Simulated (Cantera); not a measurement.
A perfectly stirred reactor is fed with 13.3 % CO, 0.453 % H₂, 7.33 % CH₄, 16.5 % O₂, 62.4 % N₂, equivalence ratio 1.3, at 1.00 bar; it is adiabatic with a 748 K inlet, and is followed from long to short residence time, starting on the burning branch (τ in s: 0.025, 0.0092, 0.0035, 0.0013, 0.00049, 0.00018, 6.9e-05, 2.6e-05, 9.7e-06, 3.6e-06).

Computed with Cantera and GRI-Mech 3.0 (53 species, 325 reactions).

**Question.** Predict: blow-out, bracketed by the residence times tried; x(CO) at τ = 25.0 ms; x(H₂) at τ = 25.0 ms; x(CH₄) at τ = 25.0 ms; x(HCN) at τ = 25.0 ms; x(CO) at τ = 0.180 ms; x(H₂) at τ = 0.180 ms; x(CH₄) at τ = 0.180 ms; x(C₂H₆) at τ = 0.180 ms; x(HCN) at τ = 0.180 ms.

**Answer.** blow-out, bracketed by the residence times tried: burning at 26.0 µs, out at 9.70 µs
x(CO) at τ = 25.0 ms: 0.0922
x(H₂) at τ = 25.0 ms: 0.0172
x(CH₄) at τ = 25.0 ms: 4.39e-6
x(HCN) at τ = 25.0 ms: 8.81e-7
x(CO) at τ = 0.180 ms: 0.108
x(H₂) at τ = 0.180 ms: 0.0230
x(CH₄) at τ = 0.180 ms: 0.000195
x(C₂H₆) at τ = 0.180 ms: 2.62e-9
x(HCN) at τ = 0.180 ms: 1.24e-6
